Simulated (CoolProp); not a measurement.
Model: reference Helmholtz-energy equation of state, Wu 2012, in CoolProp.

Question: Give the vapour pressure (kPa), liquid density (kg/m³), vapour density (kg/m³) of saturated fluoroethane (R161) at 281.5, 309.7 K.

Answer: 
```
T (K)  p (kPa)  liquid density (kg/m³)  vapour density (kg/m³)
-----  -------  ----------------------  ----------------------
281.5      570                     744                    13.3
309.7     1250                     685                    29.4
```
